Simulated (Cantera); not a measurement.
Low-pressure radical oxidation in H2/O2

An isothermal, constant-pressure homogeneous reactor starts with H2 : O2 = 0.097 : 1 (molar parts), at 950 K and 0.0132 atm.

Computed with Cantera and GRI-Mech 3.0 (53 species, 325 reactions). Radical loss at walls, strong at low pressure, is not modelled. The temperature is held fixed by assumption; the heat of reaction is taken as removed at once.

```
t (s)         x H2   x O2     x H2O     x HO2    x H2O2       x O      x OH
--------  --------  -----  --------  --------  --------  --------  --------
1.00e-6     0.0884  0.912    <1e-12    <1e-12    <1e-12    <1e-12    <1e-12
5.68e-6     0.0884  0.912    <1e-12  1.05e-12    <1e-12    <1e-12    <1e-12
3.23e-5     0.0884  0.912    <1e-12  5.99e-12    <1e-12    <1e-12    <1e-12
0.000184    0.0884  0.912  8.29e-12  3.43e-11    <1e-12  1.19e-11  7.08e-12
0.00104     0.0884  0.912   1.14e-9  2.17e-10    <1e-12  6.15e-10  2.46e-10
0.00593     0.0839  0.909   0.00336   6.47e-6   2.35e-8   0.00147  0.000562
0.0337    0.000423  0.905    0.0913   7.62e-6   1.87e-7   0.00241  0.000584
0.192      1.12e-5  0.907    0.0925   1.01e-6   8.30e-8   6.05e-5   7.96e-5
1.09       3.44e-7  0.907    0.0925   8.07e-8   2.16e-8   2.94e-6   1.79e-5
6.19       2.01e-8  0.907    0.0925   8.84e-9   5.17e-9   2.83e-7   5.55e-6
35.2       2.34e-9  0.907    0.0925   1.31e-9   1.20e-9   3.84e-8   2.04e-6
200       3.45e-10  0.907    0.0925  2.88e-10  2.53e-10   5.97e-9   8.01e-7
```
x: mole fraction; the columns are a selection and need not sum to one.

Equilibrium at this temperature and pressure: H2 1.54e-11, O2 0.907, H2O 0.0925, HO2 3.93e-10, H2O2 1.46e-11, O 2.64e-10, OH 1.68e-7 (gas phase only).
